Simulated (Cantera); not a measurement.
A freely propagating, adiabatic, planar premixed flame of CH4 : O2 : N2 : CO2 = 1 : 1.82 : 6.84 : 1.4 (molar parts), equivalence ratio 1.1, unburnt at 375 K and 9.87 atm; mixture-averaged transport, grid criteria slope 0.08 and curve 0.16, no radiation.

Cantera simulation using GRI-Mech 3.0 (53 species, 325 reactions); the numbers are that mechanism's predictions, not measurements. Burning velocities carry a grid error of a few per cent, more on coarse grids.

Predict: laminar burning velocity; thermal thickness; peak x(H2O2); peak x(OH).


- laminar burning velocity = 5.77 cm/s
- thermal thickness = 0.257 mm
- peak x(H2O2) = 2.86e-5
- peak x(OH) = 0.00128
